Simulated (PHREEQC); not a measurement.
Make-up at 25 °C: 0.0085 mol/kgw HF, 0.00026 mol/kgw CsF and 3.4e-05 mol/kgw HCl. Closed to the air; pH follows from the charge balance.

Model: ion-association model, wateq4f.dat, run in PHREEQC.

This is a speciation only: nothing precipitates in the calculation.

Task: Predict the pH, ionic strength.

Result: pH 2.71; ionic strength 0.00232 mol/kgw.

Task: In which forms is F present?

Result: HF 71 %, F- 25 %, H2F2 2.3 %, HF2- 1.2 % of the F.
